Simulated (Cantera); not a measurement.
## Low-pressure radical oxidation in H2/O2

A perfectly stirred reactor is fed with 1.09 % H2, 98.9 % O2, at 2670 Pa; it is held at 900 K, and followed from long to short residence time.

Computed with Cantera and GRI-Mech 3.0 (53 species, 325 reactions). Radical loss at walls, strong at low pressure, is not modelled. Below about 950 K walls govern HO2 and H2O2 in real vessels.

```csv
τ (s),x H2,x O2,x HO2,x H2O,x H
23,7.27e-5,0.989,6.72e-7,0.0109,3.62e-7
9.3,0.000120,0.989,1.01e-6,0.0108,8.91e-7
3.7,0.000196,0.989,1.51e-6,0.0107,2.22e-6
1.5,0.000315,0.989,2.21e-6,0.0106,5.38e-6
0.59,0.000511,0.989,3.23e-6,0.0104,1.33e-5
0.24,0.000810,0.989,4.53e-6,0.0100,3.12e-5
0.095,0.00130,0.988,6.14e-6,0.00950,7.29e-5
0.038,0.00205,0.988,7.86e-6,0.00865,0.000159
0.015,0.00325,0.988,9.44e-6,0.00732,0.000312
0.0060,0.00505,0.987,1.04e-5,0.00538,0.000479
0.0024,0.00764,0.988,1.02e-5,0.00282,0.000431
```
x: mole fraction; the columns are a selection and need not sum to one.
